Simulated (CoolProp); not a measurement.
Vapour-liquid equilibrium of propane (1) + R114 (2) at 0.569 MPa; x and y are mole fractions of (1).

Model: multi-fluid Helmholtz-energy mixture model, Lemmon 2009 and Platzer 1990; pair parameters Bell 2016, in CoolProp. This equation is an older, rougher fit; its heat capacities, sound speeds and derivatives of the liquid may be far off and weren't checked against measurements.

| x | bubble temperature (K) | y at the bubble point | dew temperature at overall composition x (K) | liquid density (mol/L) |
|---|---|---|---|---|
| 0.05 | 326.2 | 0.169 | 330.6 | 8.058 |
| 0.125 | 318.2 | 0.362 | ? | 8.356 |
| 0.2 | 311.7 | 0.501 | 325.0 | 8.638 |
| 0.275 | 306.2 | 0.603 | ? | 8.910 |
| 0.35 | 301.7 | 0.680 | 318.8 | 9.176 |
| 0.425 | 297.9 | ? | ? | 9.441 |
| 0.5 | 294.6 | 0.789 | 311.7 | 9.709 |
| 0.575 | 291.7 | 0.830 | 307.8 | 9.983 |
| 0.65 | 289.1 | 0.865 | 303.5 | 10.27 |
| 0.725 | 286.8 | 0.897 | 298.9 | 10.56 |
| 0.8 | 284.6 | 0.927 | 293.8 | 10.87 |
| 0.875 | 282.5 | 0.955 | 288.4 | 11.20 |
| 0.95 | 280.5 | 0.982 | 282.8 | 11.55 |

Q: Complete the blanks.

A: 
- 0.125, dew temperature at overall composition x (K): 327.9
- 0.275, dew temperature at overall composition x (K): 322.0
- 0.425, y at the bubble point: 0.740
- 0.425, dew temperature at overall composition x (K): 315.4

No azeotrope shows between x = 0.05 and 0.95.

The pair parameters rest on a limited set of measurements; away from them the model extrapolates.
